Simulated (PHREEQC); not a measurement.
# Ultrapure water in contact with air or piping: an equilibrium model

Model water analysis in mg/kgw, 80 °C, pH 5.7, pe 10.6:

```csv
constituent,mg/kgw
Na,0.195
K,0.0112
Ca,0.284
Mg,0.0133
Cl,0.594
S(6) as SO4,0.0237
Alkalinity as HCO3,0.433
Pb,0.00636
Sr,0.000864
B,0.000104
```

Valence states are taken as typed.

Equilibrium calculation in PHREEQC: ion-association model, phreeqc.dat.

This is a speciation only: nothing precipitates in the calculation.

Task: Estimate the charge-balance error.

Result: charge-balance error -0.4 %.

Task: In which forms is C present?

Result: CO2 81 %, HCO3- 19 % of the C.

At this temperature some constants are extrapolated from 25 °C, and those without enthalpy data are left unchanged.
